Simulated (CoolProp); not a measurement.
Vapour-liquid equilibrium of n-decane (1) + n-dodecane (2) at 374.5 K; x and y are mole fractions of (1).

Computed with CoolProp (multi-fluid Helmholtz-energy mixture model, Lemmon 2006 and Lemmon 2004; pair parameters Bell 2016).

**Question.** Give the bubble pressure and the first vapour's composition at x = 0.25, 0.35, 0.45. Is there an azeotrope?

**Answer.** x = 0.25: 0.004140 MPa, y = 0.609; x = 0.35: 0.004954 MPa, y = 0.717; x = 0.45: 0.005764 MPa, y = 0.794. No azeotrope shows between x = 0.05 and 0.95.

The pair parameters rest on a limited set of measurements; away from them the model extrapolates. The gap from Raoult's law changes sign with composition, which may be real or a fault of the pair parameters; it wasn't checked against measurements.
